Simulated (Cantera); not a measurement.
A Cantera script and what it prints.

```python
import numpy as np
import cantera as ct

gas_names = """
    N2 H2S NH3
""".split()
cond_names = """
    Ni(cr) Ni(L) NiS(b) NiS(a) NiS(L)
""".split()


# ... load() reads the species with a 1 bar reference pressure and builds the phases ...
species = {s.name: s for s in load("nasa_gas.yaml", gas_names) + load("nasa_condensed.yaml", cond_names)}
# Each term lists the table entries of one substance; the one whose range holds T is used.
reactions = {
    'N2(g) + 3 H2S(g) + 3 Ni = 3 NiS + 2 NH3(g)':
        [(-1, ['N2']), (-3, ['H2S']), (-3, ['Ni(cr)', 'Ni(L)']), (3, ['NiS(b)', 'NiS(a)', 'NiS(L)']), (2, ['NH3'])],
}


def pick(names, T):
    return next(species[n] for n in names if species[n].thermo.min_temp <= T <= species[n].thermo.max_temp)


results = []
for label, terms in reactions.items():
    print(label)
    print("     T/K   dH/kJ  dS/(J/K)   dG/kJ   log10 K")
    for T in [300, 975, 1025, 1075, 1125, 1175, 1225, 1275]:
        used = [(nu, pick(names, T)) for nu, names in terms]
        dH = sum(nu * s.thermo.h(T) for nu, s in used) / 1e6
        dS = sum(nu * s.thermo.s(T) for nu, s in used) / 1e3
        dG = dH - T * dS / 1e3
        logK = -dG * 1e6 / (ct.gas_constant * T * np.log(10))
        results.append((label, T, dH, dS, dG, logK, [s.name for _, s in used]))
        print(f"{T:8g} {dH:8.1f} {dS:8.1f} {dG:8.1f} {logK:8.2f}")
```

It prints:

```
N2(g) + 3 H2S(g) + 3 Ni = 3 NiS + 2 NH3(g)
     T/K   dH/kJ  dS/(J/K)   dG/kJ   log10 K
     300   -294.0   -354.0   -187.8    32.69
     975   -265.2   -311.0     38.0    -2.03
    1025   -263.4   -309.2     53.5    -2.72
    1075   -261.5   -307.3     68.9    -3.35
    1125   -259.4   -305.4     84.2    -3.91
    1175   -257.2   -303.5     99.4    -4.42
    1225   -254.8   -301.5    114.6    -4.88
    1275   -161.4   -226.7    127.7    -5.23
```

Standard-state values (1 bar) from the NASA 1993 polynomials, evaluated with Cantera. Condensed species are held in their standard states even where they would react or evaporate.
